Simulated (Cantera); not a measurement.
Cantera with NASA thermochemical tables; ideal gases at 1 bar, condensed phases pure. Values are per mole of reaction as written; species without (g) are pure solids or liquids, kept so even where they would boil at 1 bar.

Task: Between 300 and 1648 K, where is each reaction favourable under standard conditions?
- 1.333 Ti + O2(g) ⇌ 0.6667 Ti2O3
- Nb + O2(g) ⇌ NbO2
- 4 Li + O2(g) ⇌ 2 Li2O

Result: 
- 1.333 Ti + O2(g) ⇌ 0.6667 Ti2O3: ΔG° is -956 kJ at 300 K and -717 kJ at 1648 K; it stays negative (K > 1). ΔH° is -993 kJ and ΔS° -167 J/K at 1648 K.
- Nb + O2(g) ⇌ NbO2: ΔG° is -739 kJ at 300 K and -508 kJ at 1648 K; it stays negative (K > 1). ΔH° is -768 kJ and ΔS° -158 J/K at 1648 K.
- 4 Li + O2(g) ⇌ 2 Li2O: ΔG° is -1124 kJ at 300 K and -758 kJ at 1648 K; it stays negative (K > 1). ΔH° is -1186 kJ and ΔS° -260 J/K at 1648 K.
